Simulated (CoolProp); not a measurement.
Chloromethane (R40) along the isotherm 174.35 °C: density (kg/m³) from the reference equation and from simpler models built on Tc = 145.5 °C, pc = 6.929 MPa, ω = 0.150; each cubic takes its own stable root.

Values from CoolProp's reference Helmholtz-energy equation of state, Thol 2014.

```json
[
 {"p (MPa)": "4.95", "phase": "gas", "reference": "88.35"},
 {"p (MPa)": "9.9", "phase": "supercritical", "reference": "340.0"},
 {"p (MPa)": "14.8", "phase": "supercritical", "reference": "556.3"},
 {"p (MPa)": "19.8", "phase": "supercritical", "reference": "624.0"},
 {"p (MPa)": "24.7", "phase": "supercritical", "reference": "663.4"},
 {"p (MPa)": "29.7", "phase": "supercritical", "reference": "692.7"},
 {"p (MPa)": "34.6", "phase": "supercritical", "reference": "715.5"},
 {"p (MPa)": "39.6", "phase": "supercritical", "reference": "735.0"},
 {"p (MPa)": "44.5", "phase": "supercritical", "reference": "751.4"},
 {"p (MPa)": "49.5", "phase": "supercritical", "reference": "766.3"},
 {"p (MPa)": "54.4", "phase": "supercritical", "reference": "779.4"},
 {"p (MPa)": "59.4", "phase": "supercritical", "reference": "791.5"},
 {"p (MPa)": "64.3", "phase": "supercritical", "reference": "802.5"},
 {"p (MPa)": "69.3", "phase": "supercritical", "reference": "812.9"}
]
```

**Question.** How far does each simpler model (ideal gas, van der Waals, Redlich-Kwong, Soave-Redlich-Kwong, Peng-Robinson) lie from the reference over these 14 states: mean and median of the absolute difference, and the worst?

**Answer.** 
- ideal gas: mean 30.1 %, median 25.4 %, worst -63.9 % at 174.35 °C and 14.8 MPa
- van der Waals: mean 21.9 %, median 25.5 %, worst -26.3 % at 174.35 °C and 69.3 MPa
- Redlich-Kwong: mean 6.5 %, median 6.1 %, worst -11.4 % at 174.35 °C and 14.8 MPa
- Soave-Redlich-Kwong: mean 7.8 %, median 7.2 %, worst -13.8 % at 174.35 °C and 14.8 MPa
- Peng-Robinson: mean 3.2 %, median 3.4 %, worst -5.7 % at 174.35 °C and 14.8 MPa
